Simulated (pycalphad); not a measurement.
**Freezing of Al-Mn-Si alloys with rising Mn**

Computed with pycalphad from the COST 507 light-alloy database (1999), at 1 atm. These are 1990s assessments: newer ones move some temperatures and phases. Amounts are mole fractions of atoms.

Scheil-Gulliver runs (no diffusion in the solid, steps of 4 K) beside full equilibrium.

| alloy | liquidus (°C) | Scheil, half solid (°C) | Scheil, 80 % solid (°C) | Scheil, invariant end (°C) | liquid left at that end | equilibrium solidus (°C) |
|---|---|---|---|---|---|---|
| Al-0.68Mn-10.88Si (at.%) | 648 | at the invariant end | at the invariant end | 576 | 0.85 | 576 |
| Al-1.37Mn-10.88Si (at.%) | ? | at the invariant end | at the invariant end | 576 | ? | 576 |
| Al-2.05Mn-10.88Si (at.%) | 714 | at the invariant end | at the invariant end | 576 | 0.77 | 576 |
| Al-2.73Mn-10.88Si (at.%) | 733 | at the invariant end | at the invariant end | 576 | 0.73 | 576 |
| Al-4.1Mn-10.88Si (at.%) | 774 | at the invariant end | at the invariant end | 576 | 0.66 | 576 |
| Al-10.92Mn-10.88Si (at.%) | 894 | 598 | at the invariant end | 576 | 0.37 | 576 |

Task: Some entries are withheld; supply them.

Result: 
- Al-1.37Mn-10.88Si (at.%), liquidus (°C): 688
- Al-1.37Mn-10.88Si (at.%), liquid left at that end: 0.81
